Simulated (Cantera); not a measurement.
A Cantera script and its output.

```python
import numpy as np
import cantera as ct

gas = ct.Solution("gri30.yaml")
gas.TPX = 400, 101325, {'C3H8': 1, 'O2': 5.49, 'N2': 31.3, 'CO2': 2.7, 'H2O': 0.3}
inlet = ct.Reservoir(gas, clone=True)
gas.equilibrate("HP")  # start burning
reactor = ct.IdealGasConstPressureReactor(gas, energy="on", clone=False)
exhaust = ct.Reservoir(gas, clone=True)
tau = [0.029, 0.012, 0.0051, 0.0021, 0.0009, 0.00038, 0.00016, 6.6e-05, 2.8e-05, 1.2e-05, 4.9e-06][0]
for a, b in ((inlet, reactor), (reactor, exhaust)):
    ct.MassFlowController(a, b, mdot=lambda t: reactor.mass / tau)
net = ct.ReactorNet([reactor])
show = ['C3H8', 'O2', 'CO2', 'C2H4', 'CH2O', 'N2O']

rows = []
print(f"{'tau/s':>10s}{'T/K':>9s}" + "".join(f"{s:>11s}" for s in show))
for tau in [0.029, 0.012, 0.0051, 0.0021, 0.0009, 0.00038, 0.00016, 6.6e-05, 2.8e-05, 1.2e-05, 4.9e-06]:
    net.initial_time = 0.0
    net.advance(30 * tau)
    before = gas.X
    net.advance(40 * tau)
    drift = np.max(np.abs(gas.X - before) / (gas.X + 1e-9))
    rows.append([gas.T, *gas[show].X, drift])
    print(f"{tau:10.3e}{gas.T:9.1f}" + "".join(f"{x:11.3e}" for x in gas[show].X))
```

It prints:

```
     tau/s      T/K       C3H8         O2        CO2       C2H4       CH2O        N2O
 2.900e-02   1681.5  2.702e-06  1.449e-02  1.305e-01  8.606e-06  2.258e-06  2.274e-07
 1.200e-02   1656.1  4.886e-06  1.588e-02  1.279e-01  1.477e-05  4.108e-06  2.015e-07
 5.100e-03   1623.9  8.830e-06  1.764e-02  1.246e-01  2.551e-05  7.481e-06  1.777e-07
 2.100e-03   1581.4  1.735e-05  2.006e-02  1.203e-01  4.774e-05  1.468e-05  1.556e-07
 9.000e-04   1527.3  3.823e-05  2.354e-02  1.143e-01  1.009e-04  3.133e-05  1.342e-07
 3.800e-04    400.0  2.452e-02  1.346e-01  6.619e-02 -1.624e-18 -3.405e-19 -3.746e-23
 1.600e-04    400.0  2.452e-02  1.346e-01  6.619e-02 -4.563e-20 -9.569e-21 -1.053e-24
 6.600e-05    400.0  2.452e-02  1.346e-01  6.619e-02 -2.882e-21 -6.044e-22 -6.649e-26
 2.800e-05    400.0  2.452e-02  1.346e-01  6.619e-02 -1.821e-22 -3.818e-23 -4.200e-27
 1.200e-05    400.0  2.452e-02  1.346e-01  6.619e-02 -1.150e-23 -2.412e-24 -2.653e-28
 4.900e-06    400.0  2.452e-02  1.346e-01  6.619e-02 -7.264e-25 -1.523e-25 -1.676e-29
```

Cantera simulation using GRI-Mech 3.0 (53 species, 325 reactions); the numbers are that mechanism's predictions, not measurements. GRI-Mech 3.0 was tuned for natural gas; its chemistry of propane as a main component is partial and can be far from experiment.
